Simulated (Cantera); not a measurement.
Cantera run, input and output.

```python
import numpy as np
import cantera as ct

gas = ct.Solution("gri30.yaml")
gas.TPX = 423, 13332, {'CO': 1, 'H2': 0.047, 'CH4': 0.33, 'O2': 1.62, 'N2': 5.51}
flame = ct.FreeFlame(gas, width=0.16)
flame.set_refine_criteria(ratio=3, slope=0.08, curve=0.16)
flame.transport_model = "mixture-averaged"
flame.solve(loglevel=0, auto=True)
z, T = flame.grid, flame.T
thick = (T[-1] - T[0]) / np.gradient(T, z).max()
show = ['CO', 'H2', 'CH4', 'C2H', 'CO2', 'CH3']
print(f"laminar burning velocity  {flame.velocity[0] * 100:.3f} cm/s")
print(f"burnt temperature         {T[-1]:.1f} K")
print(f"thermal thickness         {thick * 1e3:.4f} mm")
print(f"grid points               {len(z)}")
z0 = z[flame.heat_release_rate.argmax()]
print(f"{'z/mm':>9s}{'T/K':>9s}{'u/(m/s)':>9s}" + "".join(f"{s:>11s}" for s in show))
rows = []
for k in (-3, -2, -1.5, -1, -0.5, -0.25, 0, 0.25, 0.5, 1, 2, 4, 8):
    zz = z0 + k * thick
    rows.append([k * thick, np.interp(zz, z, T), np.interp(zz, z, flame.velocity),
                 *(np.interp(zz, z, flame.X[gas.species_index(s)]) for s in show)])
    print(f"{rows[-1][0] * 1e3:9.3f}{rows[-1][1]:9.1f}{rows[-1][2]:9.3f}" + "".join(f"{x:11.3e}" for x in rows[-1][3:]))
```

Result:

```
laminar burning velocity  112.059 cm/s
burnt temperature         2163.5 K
thermal thickness         3.0250 mm
grid points               184
     z/mm      T/K  u/(m/s)         CO         H2        CH4        C2H        CO2        CH3
   -9.075    423.0    1.121  1.175e-01  5.539e-03  3.879e-02  8.750e-36  7.840e-11  1.565e-11
   -6.050    423.0    1.121  1.175e-01  5.625e-03  3.879e-02  4.161e-33  1.016e-08  7.575e-10
   -4.537    423.1    1.121  1.175e-01  5.824e-03  3.878e-02  5.026e-30  2.441e-07  9.316e-09
   -3.025    425.0    1.127  1.174e-01  6.581e-03  3.872e-02  5.670e-25  1.907e-05  3.519e-07
   -1.512    539.2    1.435  1.150e-01  9.678e-03  3.644e-02  1.313e-17  2.598e-03  2.097e-05
   -0.756    819.0    2.190  1.133e-01  1.235e-02  2.694e-02  9.801e-14  1.041e-02  1.407e-04
    0.000   1224.6    3.284  1.108e-01  1.273e-02  7.354e-03  1.045e-10  3.159e-02  3.266e-04
    0.756   1404.2    3.750  9.343e-02  8.169e-03  4.027e-04  2.263e-11  5.843e-02  2.684e-05
    1.512   1465.9    3.888  7.449e-02  6.130e-03  1.085e-05  1.693e-13  7.968e-02  8.315e-07
    3.025   1544.7    4.055  5.235e-02  6.208e-03  1.011e-08  1.890e-17  1.044e-01  9.910e-10
    6.050   1636.2    4.258  4.006e-02  6.381e-03  2.159e-13  5.820e-23  1.187e-01  2.726e-14
   12.100   1737.9    4.491  3.652e-02  5.689e-03  1.889e-18  3.884e-26  1.234e-01  3.175e-17
   24.200   1846.2    4.735  3.242e-02  4.590e-03  4.695e-19  3.739e-26  1.287e-01  9.550e-18
```

Cantera simulation using GRI-Mech 3.0 (53 species, 325 reactions); the numbers are that mechanism's predictions, not measurements. Burning velocities carry a grid error of a few per cent, more on coarse grids.
